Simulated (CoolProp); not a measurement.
CF4 (R14) along the isotherm 254.6 K: density (kg/m³) from the reference equation and from simpler models built on Tc = 227.4 K, pc = 3.762 MPa, ω = 0.178; each cubic takes its own stable root.

Model: reference Helmholtz-energy equation of state, Platzer 1990, in CoolProp. This equation is an older, rougher fit; its heat capacities, sound speeds and derivatives of the liquid may be far off and weren't checked against measurements.

```csv
p (MPa),phase,reference
0.0297,gas,1.237
0.0611,gas,2.550
0.125,gas,5.238
0.258,gas,10.91
0.529,gas,22.77
1.09,gas,48.79
2.23,gas,109.2
4.58,supercritical,290.2
9.41,supercritical,854.5
```

### Question
How far does each simpler model (van der Waals, Soave-Redlich-Kwong, Peng-Robinson) lie from the reference over these 9 states: mean and median of the absolute difference, and the worst?

### Answer
- van der Waals: mean 2.2 %, median 0.1 %, worst -13.3 % at 254.6 K and 9.41 MPa
- Soave-Redlich-Kwong: mean 1.3 %, median 0.1 %, worst -9.4 % at 254.6 K and 9.41 MPa
- Peng-Robinson: mean 1.0 %, median 0.4 %, worst +3.4 % at 254.6 K and 4.58 MPa
